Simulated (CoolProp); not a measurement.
Computed with CoolProp (reference Helmholtz-energy equation of state, Smukala 2000).

Question: Give the vapour pressure (kPa), liquid density (kg/m³), vapour density (kg/m³), surface tension (mN/m) of saturated ethylene at 198.8, 206.2, 221.1 K.

Answer: 
```
T (K)  p (kPa)  liquid density (kg/m³)  vapour density (kg/m³)  surface tension (mN/m)
-----  -------  ----------------------  ----------------------  ----------------------
198.8      433                     523                    8.10                    11.5
206.2      583                     511                    10.7                    10.3
221.1      992                     485                    18.1                    7.98
```

Surface tension comes from a separate correlation (Mulero 2012).
